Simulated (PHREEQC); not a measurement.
Solution (25 °C): 0.26 mol/kgw NaHSO4, 0.00042 mol/kgw NaF and 0.00044 mol/kgw KCl. Closed to the air; pH follows from the charge balance.

Model: ion-association model, phreeqc.dat, run in PHREEQC.

No solid was allowed to form.

Question: Predict the pH, specific conductance, ionic strength.

Answer: pH 1.13; specific conductance 45900 µS/cm; ionic strength 0.411 mol/kgw.

Question: In which forms is F present?

Answer: HF 98 %, F- 1.5 % of the F.
